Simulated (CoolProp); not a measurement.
Vapour-liquid equilibrium of hydrogen sulfide (1) + propane (2) at 5.23 bar; x and y are mole fractions of (1).

Model: multi-fluid Helmholtz-energy mixture model, Lemmon 2006 and Lemmon 2009; pair parameters Kunz 2012, in CoolProp.

| x | bubble temperature (K) | y at the bubble point | dew temperature at overall composition x (K) | liquid density (mol/L) |
|---|---|---|---|---|
| 0.05 | 270.1 | 0.195 | 274.8 | ___ |
| 0.125 | 263.4 | 0.383 | 272.4 | 12.92 |
| 0.2 | 258.9 | 0.497 | 269.9 | 13.55 |
| 0.275 | 256.0 | 0.571 | 267.3 | ___ |
| 0.35 | 254.0 | 0.622 | 264.6 | 14.97 |
| 0.425 | 252.6 | 0.660 | 261.8 | 15.80 |
| 0.5 | 251.6 | 0.691 | 258.8 | 16.73 |
| 0.575 | 250.9 | 0.717 | 255.8 | ___ |
| 0.65 | 250.4 | 0.743 | 252.9 | 18.92 |
| 0.725 | 250.1 | ___ | 250.8 | 20.20 |
| 0.8 | 250.0 | 0.803 | 250.0 | 21.60 |
| 0.875 | 250.1 | 0.849 | 250.3 | ___ |
| 0.95 | 250.8 | 0.922 | 251.2 | 24.68 |

Q: Complete the blanks.

A: 
- 0.05, liquid density (mol/L): 12.30
- 0.275, liquid density (mol/L): 14.23
- 0.575, liquid density (mol/L): 17.77
- 0.725, y at the bubble point: 0.770
- 0.875, liquid density (mol/L): 23.10

y crosses x between x = 0.8 and 0.875: the model has an azeotrope there.

The pair parameters rest on a limited set of measurements; away from them the model extrapolates.
